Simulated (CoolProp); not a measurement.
Model: reference Helmholtz-energy equation of state, Outcalt 1996, in CoolProp. It is a modified Benedict-Webb-Rubin equation, recast in Helmholtz form.

Problem. For R152A, give the phase and the Joule-Thomson coefficient (K/MPa), viscosity (µPa s), fugacity coefficient at 226.85 °C and 11.3 MPa.

Solution. 
- 226.85 °C and 11.3 MPa: supercritical; Joule-Thomson coefficient 4.00, viscosity 26.8, fugacity coefficient 0.700

Viscosity comes from a separate model (Bell 2016), an estimate that may be off by 10 % or more.
